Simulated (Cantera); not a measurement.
# Equilibrium for abatement and gas-phase synthesis: CS2 + H2O + O2

Charge: 1 mol CS2, 7.9 mol H2O, 1.1 mol O2, equilibrated at 2727 °C.

Method: chemical equilibrium by Gibbs-energy minimisation in Cantera with the NASA 1993 tables (ideal gas, pure condensed phases). Candidate condensed phases: C, C6H6, C7H8, C8H18, H2O, H2SO4, S; 123 gas species. The ideal-gas law is rough above about 30 bar. Kinetics and transport are ignored.

```json
[
 {"P (Pa)": "10", "x H2O": "8.17e-6", "x H": "0.565", "x O": "0.323", "x H2": "0.00128", "x SO2": "7.05e-6", "x OH": "0.00120", "x S": "0.0704", "x CO": "0.0360", "x SO": "0.00154", "x CO2": "3.10e-5", "x O2": "0.000816", "x H2S": "3.44e-9", "x S2": "7.76e-6", "x SH": "3.10e-5"},
 {"P (Pa)": "120", "x H2O": "0.00103", "x H": "0.553", "x O": "0.297", "x H2": "0.0147", "x SO2": "0.000730", "x OH": "0.0129", "x S": "0.0600", "x CO": "0.0374", "x SO": "0.0145", "x CO2": "0.000355", "x O2": "0.00827", "x H2S": "4.03e-7", "x S2": "6.74e-5", "x SH": "0.000310"},
 {"P (Pa)": "1400", "x H2O": "0.0489", "x H": "0.421", "x O": "0.178", "x H2": "0.0995", "x SO2": "0.0177", "x OH": "0.0687", "x S": "0.0299", "x CO": "0.0468", "x SO": "0.0503", "x CO2": "0.00310", "x O2": "0.0346", "x H2S": "1.59e-5", "x S2": "0.000195", "x SH": "0.00137"},
 {"P (Pa)": "17000", "x H2O": "0.277", "x H": "0.164", "x O": "0.0453", "x H2": "0.183", "x SO2": "0.0689", "x OH": "0.0825", "x S": "0.0121", "x CO": "0.0614", "x SO": "0.0633", "x CO2": "0.0126", "x O2": "0.0272", "x H2S": "0.000144", "x S2": "0.000392", "x SH": "0.00263"},
 {"P (Pa)": "210000", "x H2O": "0.457", "x H": "0.0470", "x O": "0.00594", "x H2": "0.186", "x SO2": "0.101", "x OH": "0.0384", "x S": "0.00678", "x CO": "0.0655", "x SO": "0.0572", "x CO2": "0.0217", "x O2": "0.00578", "x H2S": "0.00101", "x S2": "0.00151", "x SH": "0.00521"},
 {"P (Pa)": "2500000", "x H2O": "0.538", "x H": "0.0128", "x O": "0.000662", "x H2": "0.165", "x SO2": "0.105", "x OH": "0.0139", "x S": "0.00400", "x CO": "0.0638", "x SO": "0.0449", "x CO2": "0.0281", "x O2": "0.000855", "x H2S": "0.00629", "x S2": "0.00626", "x SH": "0.00999"},
 {"P (Pa)": "30000000", "x H2O": "0.599", "x H": "0.00317", "x O": "8.35e-5", "x H2": "0.121", "x SO2": "0.0976", "x OH": "0.00521", "x S": "0.00163", "x CO": "0.0569", "x SO": "0.0276", "x CO2": "0.0379", "x O2": "0.000163", "x H2S": "0.0226", "x S2": "0.0124", "x SH": "0.0121"}
]
```
x: gas mole fraction; nothing condenses.

From 10.0 Pa to 300 bar nothing is condensed. The main C-bearing gas is CO throughout.
